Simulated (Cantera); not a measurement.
What does this Cantera script print?

```python
import numpy as np
import cantera as ct

gas_names = """
    Cu CuO Cu2 H HO2 H2 H2O H2O2 O OH O2 O3
""".split()
cond_names = """
    Cu(cr) Cu(L) CuO(s) CuO2H2(s) Cu2O(s) Cu2O(L) H2O(s) H2O(L)
""".split()


def load(file, names, dense=False):
    # The tables refer to 1 bar. Condensed volumes are neglected.
    table = {s.name: s for s in ct.Species.list_from_file(file)}
    out = []
    for n in names:
        d = dict(table[n].input_data)
        d["thermo"] = dict(d["thermo"], **{"reference-pressure": 1e5})
        if dense:
            d["equation-of-state"] = {"model": "constant-volume", "density": "1e6 g/cm^3"}
        out.append(ct.Species.from_dict(d))
    return out


gas = ct.Solution(thermo="ideal-gas", species=load("nasa_gas.yaml", gas_names))
cond = {s.name: ct.Solution(thermo="fixed-stoichiometry", species=[s], name=s.name)
        for s in load("nasa_condensed.yaml", cond_names, dense=True)}
atoms = {
    'Cu2O': {'Cu': 2, 'O': 1},
    'H2': {'H': 2},
}
top_T = {'CuO(s)': 1390}  # K; cautious upper limits of use, not melting points


def equilibrate(T, P, feed):
    n = {}
    for name, mol in feed.items():
        for a, k in atoms[name].items():
            n[a] = n.get(a, 0.0) + k * mol
    gas.TPX = T, P, n
    mass = sum(n.values()) * gas.mean_molecular_weight
    gas.equilibrate("TP")
    valid = [c for c in cond.values() if c.min_temp <= T <= top_T.get(c.name, c.max_temp)]
    mix = ct.Mixture([(gas, mass / gas.mean_molecular_weight)] + [(c, 0.0) for c in valid])
    mix.T, mix.P = T, P
    mix.equilibrate("TP", solver="vcs", rtol=1e-11, max_steps=5000)
    return mix


results = []
feed = {'Cu2O': 1, 'H2': 1000}  # mol
P = 240  # Pa
for T in [648, 748, 848, 948, 1048, 1148, 1248, 1348, 1448]:
    mix = equilibrate(T, P, feed)
    results.append((T, P, feed, dict(zip(mix.species_names, mix.species_moles))))

top = {s: max(r[3][s] / sum(r[3][g] for g in gas_names) for r in results) for s in gas_names}
cols = sorted((s for s in top if top[s] > 1e-06), key=lambda s: -top[s])[:8]
seen = [c for c in cond_names if any(r[3].get(c, 0) > 1e-12 for r in results)]
print("log10 of partial pressures in bar; condensed amounts in mol")
print(f"{'T/K':>10s}" + "".join(f"{s[:9]:>10s}" for s in cols + seen))
for T, P, feed, n in results:
    ng = sum(n[g] for g in gas_names)
    print(f"{T:10.4g}" + "".join(f"{np.log10(max(n[s] / ng * P / 1e5, 1e-99)):10.3f}" for s in cols)
          + "".join(f"{n.get(c, 0):10.4g}" for c in seen))
```

It prints:

```
log10 of partial pressures in bar; condensed amounts in mol
       T/K        H2        Cu       H2O         H    Cu(cr)     Cu(L)
       648    -2.620   -20.309    -5.620   -16.227         2         0
       748    -2.620   -16.693    -5.620   -13.851         2         0
       848    -2.620   -13.934    -5.620   -12.031         2         0
       948    -2.620   -11.763    -5.620   -10.591         2         0
      1048    -2.620   -10.009    -5.620    -9.422         2         0
      1148    -2.620    -8.565    -5.620    -8.455     1.999         0
      1248    -2.620    -7.356    -5.620    -7.641     1.982         0
      1348    -2.620    -6.329    -5.620    -6.946     1.805         0
      1448    -2.621    -5.479    -5.620    -6.346         0    0.6151
```

Equilibrium computed with Cantera from the NASA thermochemical tables; the gas is ideal and each condensed phase is pure.
